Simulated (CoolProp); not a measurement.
Vapour-liquid equilibrium of R143a (1) + n-butane (2) at 0.186 MPa; x and y are mole fractions of (1).

Values from CoolProp's multi-fluid Helmholtz-energy mixture model, Lemmon and Jacobsen 2000 and Bücker 2006; pair parameters Bell 2016.

| x | bubble temperature, mixture model (°C) | bubble temperature, Raoult's law (°C) | y, mixture model | y, Raoult's law |
|---|---|---|---|---|
| 0.05 | -2.3 | 10.5 | 0.497 | 0.228 |
| 0.125 | -16.3 | 3.0 | 0.728 | 0.457 |
| 0.2 | -22.6 | -3.1 | 0.802 | 0.605 |
| 0.275 | -25.6 | -8.1 | 0.834 | 0.707 |
| 0.35 | -27.3 | -12.3 | 0.851 | 0.779 |
| 0.425 | -28.3 | -16.0 | 0.861 | 0.833 |
| 0.5 | -29.0 | -19.2 | 0.869 | 0.874 |
| 0.575 | -29.6 | -22.0 | 0.877 | 0.906 |
| 0.65 | -30.2 | -24.5 | 0.886 | 0.931 |
| 0.725 | -30.9 | -26.8 | 0.898 | 0.951 |
| 0.8 | -31.6 | -28.8 | 0.915 | 0.968 |
| 0.875 | -32.3 | -30.7 | 0.938 | 0.982 |
| 0.95 | -33.1 | -32.5 | 0.970 | 0.993 |

The largest gap from Raoult's law is -19.5 K in bubble temperature, at x = 0.2. No azeotrope shows between x = 0.05 and 0.95.

Pair parameters are fitted to limited data, so mixtures are less certain than the pure fluids. With so large a gap from Raoult's law the liquid may split in two, which this calculation doesn't test in full.
